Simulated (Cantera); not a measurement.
Charge: 1 mol Si₂H₆, 7.4 mol CO₂, at 10.5 Torr.

Method: chemical equilibrium by Gibbs-energy minimisation in Cantera with the NASA 1993 tables (ideal gas, pure condensed phases). Candidate condensed phases: C, C₆H₆, C₇H₈, C₈H₁₈, H₂O, Si, SiC, SiO₂; 123 gas species. The feed counts by its element totals alone. The tables hold silica as quartz up to 1696 K and as liquid above; real silica turns to tridymite and cristobalite and melts near 1996 K. Rates play no part.

**Question.** At 1527 °C, list the 6 most abundant gas species with their mole fractions, and the condensed phases.

**Answer.** CO 0.541, CO₂ 0.170, H₂O 0.157, H₂ 0.131, H 0.00109, SiO 0.000131. Condensed: SiO₂(condensed).
